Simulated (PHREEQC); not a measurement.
Na2CO3 is added in steps, without added water, to 1 kg of water holding 1.2 mmol/kgw AgNO3, 0.071 mmol/kgw KNO3 and 2.3 mmol/kgw Na2SO4, at 25 °C. O2 is buffered at 0.21 atm. CO2 from the air is kept out. Only these solids could form: Ag2O, Ag2CO3, Ag2SO4, Mirabilite, Nahcolite, Natron.

Base run: PHREEQC, ion-association model, wateq4f.dat. Each further column changes one thing. The table gives pH.

| Na2CO3 added (mol) | base | Na2SO4 replaced by KHSO4 at the same molality | Na2SO4 left out | AgNO3 from 0.0012 to 0.00012 mol/kgw | no solid may form |
|---|---|---|---|---|---|
| 0 | 7.01 | 2.73 | 6.98 | 7.03 | 7.01 |
| 0.001313 | 10.05 | 5.83 | 10.08 | 10.51 | 10.51 |
| 0.002625 | 10.29 | 8.48 | 10.31 | 10.67 | 10.67 |
| 0.004375 | 10.43 | 9.92 | 10.46 | 10.78 | 10.78 |
| 0.005687 | 10.53 | 10.15 | 10.55 | 10.83 | 10.83 |
| 0.007 | 10.60 | 10.29 | 10.62 | 10.87 | 10.87 |
| 0.008313 | 10.65 | 10.38 | 10.68 | 10.90 | 10.90 |
| 0.009625 | 10.70 | 10.45 | 10.72 | 10.93 | 10.93 |
| 0.01137 | 10.74 | 10.52 | 10.76 | 10.96 | 10.96 |
| 0.01269 | 10.77 | 10.56 | 10.79 | 10.98 | 10.97 |
| 0.014 | 10.80 | 10.60 | 10.81 | 10.99 | 10.99 |

 In at least one series the solution becomes supersaturated in solids that the run did not let form, among them Ag2O, Ag2CO3. Solids allowed in the column 'Na2SO4 left out': Ag2O, Ag2CO3, Nahcolite, Natron.
